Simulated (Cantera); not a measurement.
Cantera run:

```python
import numpy as np
import cantera as ct

gas_names = """
    C CN CO CO2 C2 CCN CNC C2N2 C2O C3 C3O2 C4 C4N2 C5 N NCO NO NO2 NO3 N2 N2O O O2 O3 Pb PbO Pb2
""".split()
cond_names = """
    C(gr) Pb(cr) Pb(L) PbO(rd) PbO(yw) PbO(L) PbO2(s) Pb3O4(s)
""".split()


# ... load() reads the species with a 1 bar reference pressure and builds the phases ...
atoms = {
    'Pb': {'Pb': 1},
    'CO': {'C': 1, 'O': 1},
    'N2': {'N': 2},
}
top_T = {'C(gr)': 4500, 'Pb3O4(s)': 820}  # K; cautious upper limits of use, not melting points


# ... equilibrate(T, P, feed) seeds the gas with the atoms and calls Mixture.equilibrate('TP', solver="vcs", rtol=1e-11, max_steps=5000) ...
results = []
feed = {'Pb': 1, 'CO': 9.3, 'N2': 70}  # mol
P = 21  # Pa
for T in [725, 775, 825, 875, 925, 975, 1025, 1075, 1125, 1175, 1225, 1275, 1325]:
    mix = equilibrate(T, P, feed)
    results.append((T, P, feed, dict(zip(mix.species_names, mix.species_moles))))
    x = sorted(zip(gas.X, gas.species_names), reverse=True)
    print(f"T = {T:g} K  P = {P:g} Pa  gas = {mix.phase_moles(0):.4g} mol")
    print("   x: " + "  ".join(f"{s} {v:.3e}" for v, s in x if v > 1e-05))
    print("   condensed (mol): " + ("  ".join(f"{mix.phase(i).name} {mix.phase_moles(i):.4g}"
          for i in range(1, mix.n_phases) if mix.phase_moles(i) > 1e-12) or "none"))
```

Output:

```
T = 725 K  P = 21 Pa  gas = 79.01 mol
   x: N2 8.860e-01  CO 1.103e-01  CO2 3.698e-03  Pb 1.607e-05
   condensed (mol): C(gr) 0.2922  Pb(L) 0.9987
T = 775 K  P = 21 Pa  gas = 79.26 mol
   x: N2 8.832e-01  CO 1.160e-01  CO2 6.445e-04  Pb 1.185e-04
   condensed (mol): C(gr) 0.05108  Pb(L) 0.9906
T = 825 K  P = 21 Pa  gas = 79.34 mol
   x: N2 8.822e-01  CO 1.170e-01  Pb 6.830e-04  CO2 1.294e-04
   condensed (mol): C(gr) 0.01027  Pb(L) 0.9458
T = 875 K  P = 21 Pa  gas = 79.55 mol
   x: N2 8.799e-01  CO 1.168e-01  Pb 3.210e-03  CO2 3.083e-05
   condensed (mol): C(gr) 0.002453  Pb(L) 0.7446
T = 925 K  P = 21 Pa  gas = 80.3 mol
   x: N2 8.717e-01  CO 1.158e-01  Pb 1.245e-02
   condensed (mol): C(gr) 0.0006797
T = 975 K  P = 21 Pa  gas = 80.3 mol
   x: N2 8.717e-01  CO 1.158e-01  Pb 1.245e-02
   condensed (mol): C(gr) 0.0002172
T = 1025 K  P = 21 Pa  gas = 80.3 mol
   x: N2 8.717e-01  CO 1.158e-01  Pb 1.245e-02
   condensed (mol): C(gr) 7.781e-05
T = 1075 K  P = 21 Pa  gas = 80.3 mol
   x: N2 8.717e-01  CO 1.158e-01  Pb 1.245e-02
   condensed (mol): C(gr) 3.074e-05
T = 1125 K  P = 21 Pa  gas = 80.3 mol
   x: N2 8.717e-01  CO 1.158e-01  Pb 1.245e-02
   condensed (mol): C(gr) 1.322e-05
T = 1175 K  P = 21 Pa  gas = 80.3 mol
   x: N2 8.717e-01  CO 1.158e-01  Pb 1.245e-02
   condensed (mol): C(gr) 6.126e-06
T = 1225 K  P = 21 Pa  gas = 80.3 mol
   x: N2 8.717e-01  CO 1.158e-01  Pb 1.245e-02
   condensed (mol): C(gr) 3.027e-06
T = 1275 K  P = 21 Pa  gas = 80.3 mol
   x: N2 8.717e-01  CO 1.158e-01  Pb 1.245e-02
   condensed (mol): C(gr) 1.584e-06
T = 1325 K  P = 21 Pa  gas = 80.3 mol
   x: N2 8.717e-01  CO 1.158e-01  Pb 1.245e-02
   condensed (mol): C(gr) 8.51e-07
```

Equilibrium computed with Cantera from the NASA thermochemical tables; the gas is ideal and each condensed phase is pure.
